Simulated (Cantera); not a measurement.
## Formation from one mole of O2

Standard-state values (1 bar) from the NASA 1993 polynomials, evaluated with Cantera. Values are per mole of reaction as written; species without (g) are pure solids or liquids, kept so even where they would boil at 1 bar.

0.8 Ta + O2(g) ⇌ 0.4 Ta2O5

```json
[
 {"T (K)": "1598", "ΔH° (kJ)": "-800.0", "ΔS° (J/K)": "-160.1", "ΔG° (kJ)": "-544.3", "log10 K": "17.79"},
 {"T (K)": "1648", "ΔH° (kJ)": "-799.2", "ΔS° (J/K)": "-159.5", "ΔG° (kJ)": "-536.3", "log10 K": "17.00"},
 {"T (K)": "1698", "ΔH° (kJ)": "-798.3", "ΔS° (J/K)": "-159.0", "ΔG° (kJ)": "-528.3", "log10 K": "16.25"},
 {"T (K)": "1748", "ΔH° (kJ)": "-797.5", "ΔS° (J/K)": "-158.5", "ΔG° (kJ)": "-520.4", "log10 K": "15.55"},
 {"T (K)": "1798", "ΔH° (kJ)": "-796.7", "ΔS° (J/K)": "-158.1", "ΔG° (kJ)": "-512.4", "log10 K": "14.89"},
 {"T (K)": "1848", "ΔH° (kJ)": "-795.8", "ΔS° (J/K)": "-157.6", "ΔG° (kJ)": "-504.6", "log10 K": "14.26"},
 {"T (K)": "1898", "ΔH° (kJ)": "-795.0", "ΔS° (J/K)": "-157.2", "ΔG° (kJ)": "-496.7", "log10 K": "13.67"}
]
```

2 H2(g) + O2(g) ⇌ 2 H2O(g)

```tsv
T (K)	ΔH° (kJ)	ΔS° (J/K)	ΔG° (kJ)	log10 K
1598	-501.0	-114.9	-317.5	10.38
1648	-501.3	-115.0	-311.7	9.88
1698	-501.5	-115.2	-306.0	9.41
1748	-501.8	-115.3	-300.2	8.97
1798	-502.0	-115.4	-294.4	8.55
1848	-502.2	-115.5	-288.7	8.16
1898	-502.4	-115.6	-282.9	7.78
```

V + O2(g) ⇌ VO2(g)

```csv
T (K),ΔH° (kJ),ΔS° (J/K),ΔG° (kJ),log10 K
1598,-245.7,15.5,-270.5,8.84
1648,-246.5,15.0,-271.2,8.60
1698,-247.3,14.5,-272.0,8.37
1748,-248.1,14.0,-272.7,8.15
1798,-249.0,13.5,-273.4,7.94
1848,-249.9,13.0,-274.0,7.75
1898,-250.9,12.5,-274.7,7.56
```

2 Ti + O2(g) ⇌ 2 TiO(g)

```json
[
 {"T (K)": "1598", "ΔH° (kJ)": "73.3", "ΔS° (J/K)": "161.0", "ΔG° (kJ)": "-183.9", "log10 K": "6.01"},
 {"T (K)": "1648", "ΔH° (kJ)": "71.8", "ΔS° (J/K)": "160.0", "ΔG° (kJ)": "-191.9", "log10 K": "6.08"},
 {"T (K)": "1698", "ΔH° (kJ)": "70.3", "ΔS° (J/K)": "159.1", "ΔG° (kJ)": "-199.9", "log10 K": "6.15"},
 {"T (K)": "1748", "ΔH° (kJ)": "68.6", "ΔS° (J/K)": "158.1", "ΔG° (kJ)": "-207.8", "log10 K": "6.21"},
 {"T (K)": "1798", "ΔH° (kJ)": "66.9", "ΔS° (J/K)": "157.1", "ΔG° (kJ)": "-215.7", "log10 K": "6.27"},
 {"T (K)": "1848", "ΔH° (kJ)": "65.0", "ΔS° (J/K)": "156.1", "ΔG° (kJ)": "-223.5", "log10 K": "6.32"},
 {"T (K)": "1898", "ΔH° (kJ)": "63.1", "ΔS° (J/K)": "155.1", "ΔG° (kJ)": "-231.3", "log10 K": "6.37"}
]
```
